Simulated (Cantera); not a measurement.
A perfectly stirred reactor is fed with NH3 : H2 = 1 : 1.4 (molar parts), at 7.50 Torr; it is held at 2398 K, and followed from long to short residence time.

Computed with Cantera and the gas-phase N/H chemistry of the illustrative SiF4/NH3 mechanism in the Surface Chemkin manual (1991). Walls and surfaces, which speed up NH3 decomposition in real reactors, are not modelled.

Problem. Predict: x(NH3) at τ = 0.320 s; x(H2) at τ = 0.320 s; x(NH) at τ = 0.320 s; x(N2) at τ = 0.320 s; x(NH3) at τ = 22.0 ms; x(H2) at τ = 22.0 ms; x(NH) at τ = 22.0 ms; x(N2H4) at τ = 22.0 ms; x(N2) at τ = 22.0 ms.

Solution. 
| Property | Value |
|---|---|
| x(NH3) at τ = 0.320 s | 0.0705 |
| x(H2) at τ = 0.320 s | 0.803 |
| x(NH) at τ = 0.320 s | 9.83e-5 |
| x(N2) at τ = 0.320 s | 0.121 |
| x(NH3) at τ = 22.0 ms | 0.314 |
| x(H2) at τ = 22.0 ms | 0.646 |
| x(NH) at τ = 22.0 ms | 0.000152 |
| x(N2H4) at τ = 22.0 ms | 2.95e-9 |
| x(N2) at τ = 22.0 ms | 0.0348 |
